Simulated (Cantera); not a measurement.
An isothermal, constant-pressure homogeneous reactor starts with NO : N2 = 1 : 0.25 (molar parts), at 1950 K and 0.0150 bar.

Detailed kinetics in Cantera: GRI-Mech 3.0 (53 species, 325 reactions). Radical loss at walls, strong at low pressure, is not modelled.

One state of this run: x NO = 0.0148; x O2 = 0.391; x N2O = 7.81e-8; x N2 = 0.592; x O = 0.00232; x NO2 = 4.63e-6. x: mole fraction; the columns are a selection and need not sum to one.

Question: Which value of t (s) does it belong to?
A. 0.00216
B. 0.000198
C. 100
D. 6.00e-5

Answer: C, 100
